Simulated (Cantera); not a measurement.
What does this Cantera script print?

```python
import numpy as np
import cantera as ct

gas_names = """
    CL CL2 H HCL H2 N NH NH2 NH3 N2 N2H2 N2H4 Si SiCL SiCL2 SiCL3 SiCL4 SiH SiHCL3 SiH2 SiH2CL2 SiH3
    SiH3CL SiH4 SiN Si2 Si2N Si3
""".split()
cond_names = """
    NH4CL(a) NH4CL(b) Si(cr) Si(L) Si3N4(a)
""".split()


# ... load() reads the species with a 1 bar reference pressure and builds the phases ...
atoms = {
    'SiH2Cl2': {'Si': 1, 'H': 2, 'CL': 2},
    'NH3': {'N': 1, 'H': 3},
    'H2': {'H': 2},
}
top_T = {'Si3N4(a)': 2400}  # K; cautious upper limits of use, not melting points


# ... equilibrate(T, P, feed) seeds the gas with the atoms and calls Mixture.equilibrate('TP', solver="vcs", rtol=1e-11, max_steps=5000) ...
results = []
feed = {'SiH2Cl2': 1, 'NH3': 12, 'H2': 0.49}  # mol
P = 3600  # Pa
for T in [700, 850, 1000, 1150, 1300, 1450, 1600, 1750, 1900, 2050]:
    mix = equilibrate(T, P, feed)
    results.append((T, P, feed, dict(zip(mix.species_names, mix.species_moles))))
    x = sorted(zip(gas.X, gas.species_names), reverse=True)
    print(f"T = {T:g} K  P = {P:g} Pa  gas = {mix.phase_moles(0):.4g} mol")
    print("   x: " + "  ".join(f"{s} {v:.3e}" for v, s in x if v > 1e-05))
    print("   condensed (mol): " + ("  ".join(f"{mix.phase(i).name} {mix.phase_moles(i):.4g}"
          for i in range(1, mix.n_phases) if mix.phase_moles(i) > 1e-12) or "none"))
```

Result:

```
T = 700 K  P = 3600 Pa  gas = 25.82 mol
   x: H2 7.162e-01  N2 2.066e-01  HCL 7.698e-02  SiCL4 1.198e-04  NH3 9.292e-05
   condensed (mol): Si3N4(a) 0.3323
T = 850 K  P = 3600 Pa  gas = 25.82 mol
   x: H2 7.161e-01  N2 2.066e-01  HCL 7.729e-02  SiCL4 4.076e-05  NH3 1.840e-05
   condensed (mol): Si3N4(a) 0.333
T = 1000 K  P = 3600 Pa  gas = 25.82 mol
   x: H2 7.161e-01  N2 2.065e-01  HCL 7.737e-02  SiCL4 1.985e-05
   condensed (mol): Si3N4(a) 0.3331
T = 1150 K  P = 3600 Pa  gas = 25.82 mol
   x: H2 7.160e-01  N2 2.065e-01  HCL 7.739e-02  SiCL4 1.189e-05
   condensed (mol): Si3N4(a) 0.3332
T = 1300 K  P = 3600 Pa  gas = 25.82 mol
   x: H2 7.161e-01  N2 2.066e-01  HCL 7.731e-02  SiCL2 3.669e-05
   condensed (mol): Si3N4(a) 0.3329
T = 1450 K  P = 3600 Pa  gas = 25.83 mol
   x: H2 7.163e-01  N2 2.068e-01  HCL 7.643e-02  SiCL2 4.381e-04  H 4.219e-05  SiCL3 2.610e-05
   condensed (mol): Si3N4(a) 0.3292
T = 1600 K  P = 3600 Pa  gas = 25.88 mol
   x: H2 7.174e-01  N2 2.081e-01  HCL 7.134e-02  SiCL2 2.857e-03  H 2.427e-04  SiCL3 6.231e-05  CL 1.909e-05
   condensed (mol): Si3N4(a) 0.3081
T = 1750 K  P = 3600 Pa  gas = 26.01 mol
   x: H2 7.202e-01  N2 2.116e-01  HCL 5.741e-02  SiCL2 9.568e-03  H 1.040e-03  SiCL3 7.775e-05  CL 6.396e-05  SiCL 3.955e-05  Si 2.624e-05
   condensed (mol): Si3N4(a) 0.2489
T = 1900 K  P = 3600 Pa  gas = 26.55 mol
   x: H2 7.056e-01  N2 2.260e-01  HCL 5.313e-02  SiCL2 1.082e-02  H 3.513e-03  Si 3.503e-04  SiCL 2.074e-04  CL 1.996e-04  SiH 4.846e-05  SiCL3 4.329e-05  SiH2 4.115e-05  Si2N 1.530e-05  SiN 1.058e-05
   condensed (mol): Si(L) 0.6929
T = 2050 K  P = 3600 Pa  gas = 26.7 mol
   x: H2 6.975e-01  N2 2.247e-01  HCL 5.443e-02  H 9.986e-03  SiCL2 9.603e-03  Si 2.147e-03  SiCL 6.237e-04  CL 5.767e-04  SiH 2.058e-04  SiH2 9.774e-05  Si2N 5.612e-05  SiN 4.474e-05  Si2 2.502e-05  SiCL3 2.298e-05
   condensed (mol): Si(L) 0.6549
```

Cantera equilibrium calculation (NASA polynomials, part measured and part estimated; ideal gas, pure solids and liquids). The tables' values for SiCl, SiCl3, SiN are old estimates; treat these amounts as uncertain. Gases not in the tables: Si2H6 and higher silanes.
